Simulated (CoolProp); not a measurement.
Computed with CoolProp (reference Helmholtz-energy equation of state, Lemmon and Jacobsen 2000).

Question: Give the vapour pressure (MPa), vapour density (kg/m³) of saturated R143a at 231.3 K.

Answer: 
| T (K) | p (MPa) | vapour density (kg/m³) |
|---|---|---|
| 231.3 | 0.130 | 6.03 |
